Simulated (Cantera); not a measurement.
Charge: 1 mol Ti(OiPr)4, 2.4 mol H2O, equilibrated at 1077 °C and 120 Torr.

These are equilibrium values from Cantera (NASA tables, ideal gas, pure condensed phases), not measurements of a reactor. Candidate condensed phases: C, C6H6, C7H8, C8H18, H2O, Ti, TiC, TiO, TiO2, Ti2O3, Ti3O5, Ti4O7; 113 gas species. The feed counts by its element totals alone. Kinetics and transport are ignored.

Base state: H2 0.775, CO 0.224, CH4 0.000554, H2O 0.000159, CO2 2.34e-5 (mole fractions); condensed: C(graphite) + Ti3O5(s).

### Question
What changes in the equilibrium state with this change: H2O from 2.4 to 27 mol?

### Answer
```
species              before    after
-----------------  --------  -------
H2                    0.775    0.502
H2O                0.000159    0.272
CO                    0.224    0.177
CO2                 2.34e-5   0.0489
CH4                0.000554  6.97e-8
C(graphite), mol       7.26        0
Ti3O5(s), mol         0.333        0
TiO2(rutile), mol         0     1.00
```
Gases not in the tables: TiO(OH)2.
